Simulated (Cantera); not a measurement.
A Cantera script and what it prints.

```python
import numpy as np
import cantera as ct

gas_names = """
    C CH CH2 CH3 CH2OH CH3O CH4 CH3OH CO CO2 COOH C2 C2H CHCO,ketyl C2H2,acetylene C2H2,vinylidene
    CH2CO,ketene C2H3,vinyl CH3CO,acetyl C2H4 C2H4O,ethylen CH3CHO,ethanal CH3COOH (HCOOH)2 C2H5 C2H6
    CH3OCH3 C2H5OH C2O C3 C3H3,propargyl C3H4,allene C3H4,propyne C3H4,cyclo- C3H5,allyl C3H6,propylene
    C3H6,cyclo- C3H6O C3H7,n-propyl C3H7,i-propyl C3H8 C3H8O,1propanol C3H8O,2propanol C3O2 C4 C4H2
    C4H4,1,3-cyclo- C4H6,butadiene C4H6,2-butyne C4H6,cyclo- C4H8,1-butene C4H8,cis2-buten
    C4H8,tr2-butene C4H8,isobutene C4H8,cyclo- (CH3COOH)2 C4H9,n-butyl C4H9,i-butyl C4H9,s-butyl
    C4H9,t-butyl C4H10,isobutane C4H10,n-butane C5 C5H6,1,3cyclo- C5H8,cyclo- C5H10,1-pentene
    C5H10,cyclo- C5H11,pentyl C5H11,t-pentyl C5H12,n-pentane C5H12,i-pentane CH3C(CH3)2CH3 C6H2
    C6H5,phenyl C6H5O,phenoxy C6H6 C6H5OH,phenol C6H10,cyclo- C6H12,1-hexene C6H12,cyclo- C6H13,n-hexyl
    C7H7,benzyl C7H8 C7H8O,cresol C7H14,1-heptene C7H15,n-heptyl C7H16,n-heptane C8H8,styrene
    C8H10,ethylbenz C8H16,1-octene C8H17,n-octyl C8H18,isooctane C8H18,n-octane C9H19,n-nonyl
    C10H8,naphthale C10H21,n-decyl C12H9,o-bipheny C12H10,bipheny H HCO HO2 H2 HCHO,formaldehy HCOOH H2O
    H2O2 O OH O2 O3 Si SiC SiC2 SiC4H12 SiH SiH2 SiH3 SiH4 SiO SiO2 Si2 Si2C Si3
""".split()
cond_names = """
    C(gr) C6H6(L) C7H8(L) C8H18(L),n-octa H2O(s) H2O(L) Si(cr) Si(L) SiC(b) SiO2(Lqz) SiO2(hqz) SiO2(L)
""".split()


def load(file, names, dense=False):
    # The tables refer to 1 bar. Condensed volumes are neglected.
    table = {s.name: s for s in ct.Species.list_from_file(file)}
    out = []
    for n in names:
        d = dict(table[n].input_data)
        d["thermo"] = dict(d["thermo"], **{"reference-pressure": 1e5})
        if dense:
            d["equation-of-state"] = {"model": "constant-volume", "density": "1e6 g/cm^3"}
        out.append(ct.Species.from_dict(d))
    return out


gas = ct.Solution(thermo="ideal-gas", species=load("nasa_gas.yaml", gas_names))
cond = {s.name: ct.Solution(thermo="fixed-stoichiometry", species=[s], name=s.name)
        for s in load("nasa_condensed.yaml", cond_names, dense=True)}
atoms = {
    'TEOS': {'Si': 1, 'C': 8, 'H': 20, 'O': 4},
    'O2': {'O': 2},
    'H2': {'H': 2},
}
top_T = {'C(gr)': 4500, 'SiC(b)': 3050}  # K; cautious upper limits of use, not melting points


def equilibrate(T, P, feed):
    n = {}
    for name, mol in feed.items():
        for a, k in atoms[name].items():
            n[a] = n.get(a, 0.0) + k * mol
    gas.TPX = T, P, n
    mass = sum(n.values()) * gas.mean_molecular_weight
    gas.equilibrate("TP")
    valid = [c for c in cond.values() if c.min_temp <= T <= top_T.get(c.name, c.max_temp)]
    mix = ct.Mixture([(gas, mass / gas.mean_molecular_weight)] + [(c, 0.0) for c in valid])
    mix.T, mix.P = T, P
    mix.equilibrate("TP", solver="vcs", rtol=1e-11, max_steps=5000)
    return mix


results = []
feed = {'TEOS': 1, 'O2': 9.3, 'H2': 1.1}  # mol
T = 1525  # K
P = 13332.2  # Pa
mix = equilibrate(T, P, feed)
results.append((T, P, feed, dict(zip(mix.species_names, mix.species_moles))))
x = sorted(zip(gas.X, gas.species_names), reverse=True)
print(f"T = {T:g} K  P = {P:g} Pa  gas = {mix.phase_moles(0):.4g} mol")
print("   x: " + "  ".join(f"{s} {v:.3e}" for v, s in x if v > 1e-05))
print("   condensed (mol): " + ("  ".join(f"{mix.phase(i).name} {mix.phase_moles(i):.4g}"
      for i in range(1, mix.n_phases) if mix.phase_moles(i) > 1e-12) or "none"))
```

It prints:

```
T = 1525 K  P = 13332.2 Pa  gas = 19.1 mol
   x: H2O 4.374e-01  CO2 2.223e-01  CO 1.966e-01  H2 1.437e-01  H 2.456e-05
   condensed (mol): SiO2(hqz) 1
```

Equilibrium computed with Cantera from the NASA thermochemical tables; the gas is ideal and each condensed phase is pure. The feed counts by its element totals alone. The tables hold silica as quartz up to 1696 K and as liquid above; real silica turns to tridymite and cristobalite and melts near 1996 K. Gases not in the tables: Si(OH)4.
